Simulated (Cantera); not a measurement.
A closed system holds: 1 mol borazine, 2.4 mol H2O, 0.67 mol H2, equilibrated at 11.0 Pa.

Method: chemical equilibrium by Gibbs-energy minimisation in Cantera with the NASA 1993 tables (ideal gas, pure condensed phases). Candidate condensed phases: B, BN, B2O3, B3O3H3, H2O; 39 gas species. The feed counts by its element totals alone. Mutual solubility and eutectic melting of coexisting phases are not modelled. The tables' values for BH2 are old estimates; treat these amounts as uncertain. Kinetics and transport are ignored.

x: gas mole fraction; n: condensed amount in mol.

```
T (K)   x H2   x N2    x BO     x H   x HBO  x B2O2  n BN(s)  n B(s)
-----  -----  -----  ------  ------  ------  ------  -------  ------
1825   0.614  0.134  0.0826  0.0329  0.0889  0.0467    0.600       0
1850   0.605  0.132  0.0946  0.0400  0.0850  0.0414    0.594       0
1875   0.585  0.146   0.106  0.0478  0.0787  0.0352    0.265   0.324
1900   0.567  0.156   0.117  0.0570  0.0724  0.0295        0   0.585
1925   0.556  0.154       …       …  0.0671       …        0   0.581
1950   0.544  0.152   0.139       …       …       …        0   0.576
1975   0.531  0.150   0.149  0.0951  0.0558  0.0166        0   0.570
```

Question: Fill in the missing entries.

Answer: 
- 1950, x H: 0.0806
- 1950, x HBO: 0.0615
- 1950, x B2O2: 0.0205
- 1925, x BO: 0.128
- 1925, x H: 0.0680
- 1925, x B2O2: 0.0248
